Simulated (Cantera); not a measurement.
An isothermal, constant-pressure homogeneous reactor starts with NO : N₂ = 1 : 5.5 (molar parts), at 1650 K and 1.01 bar. Integrator tolerance rtol = 1e-08.

Computed with Cantera and GRI-Mech 3.0 (53 species, 325 reactions).

Question: What does this change do: temperature 1650 to 2025 K?

Answer: 
```json
[
 {"quantity": "x(NO) at 5.00 s", "before": "0.142 (gas-phase equilibrium 0.00156)", "after": "0.00967 (gas-phase equilibrium 0.00529)"},
 {"quantity": "x(NO₂) at 5.00 s", "before": "9.27e-5 (gas-phase equilibrium 3.34e-6)", "after": "9.42e-6 (gas-phase equilibrium 5.22e-6)"},
 {"quantity": "x(N₂) at 5.00 s", "before": "0.852 (gas-phase equilibrium 0.922)", "after": "0.918 (gas-phase equilibrium 0.920)"},
 {"quantity": "x(N₂O) at 5.00 s", "before": "7.64e-6 (gas-phase equilibrium 1.00e-7)", "after": "3.48e-7 (gas-phase equilibrium 3.23e-7)"},
 {"quantity": "x(O₂) at 5.00 s", "before": "0.00607 (gas-phase equilibrium 0.0761)", "after": "0.0720 (gas-phase equilibrium 0.0742)"},
 {"quantity": "x(O) at 5.00 s", "before": "2.23e-6 (gas-phase equilibrium 7.14e-6)", "after": "0.000217 (gas-phase equilibrium 0.000220)"}
]
```

Question: What does this change do: pressure from 1.01 bar to 8.25 Torr?

Answer: 
```
quantity                                           before                                    after
----------------  ---------------------------------------  ---------------------------------------
x(NO) at 5.00 s     0.142 (gas-phase equilibrium 0.00156)    0.154 (gas-phase equilibrium 0.00156)
x(NO₂) at 5.00 s  9.27e-5 (gas-phase equilibrium 3.34e-6)  3.60e-6 (gas-phase equilibrium 3.47e-7)
x(N₂) at 5.00 s       0.852 (gas-phase equilibrium 0.922)      0.846 (gas-phase equilibrium 0.922)
x(N₂O) at 5.00 s  7.64e-6 (gas-phase equilibrium 1.00e-7)  8.27e-6 (gas-phase equilibrium 1.04e-8)
x(O₂) at 5.00 s    0.00607 (gas-phase equilibrium 0.0761)   7.37e-5 (gas-phase equilibrium 0.0761)
x(O) at 5.00 s    2.23e-6 (gas-phase equilibrium 7.14e-6)  1.16e-5 (gas-phase equilibrium 6.85e-5)
```
Radical loss at walls, strong at low pressure, is not modelled.
